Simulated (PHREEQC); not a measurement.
**Acid mine or pickling water: speciation**

Model water analysis in mmol/kgw, 25 °C, pH 2.92, pe 11.2: Na 65.4; K 0.226; Ca 19.4; Mg 12.6; Cl 48.8; S(6) 40.5; Cd 1.29.

Cl is adjusted to close the charge balance.
Valence states are taken as typed.

The numbers come from PHREEQC with the ion-association model, phreeqc.dat.

Precipitation was switched off in this run.

Q: What ionic strength does the model give?

A: ionic strength 0.153 mol/kgw.

Q: In which forms is Ca present?

A: Ca+2 67 %, CaSO4 32 % of the Ca.

Saturation is exceeded, for instance for Gypsum; the values hold only as long as no solid forms. Species that the database lacks are ignored.
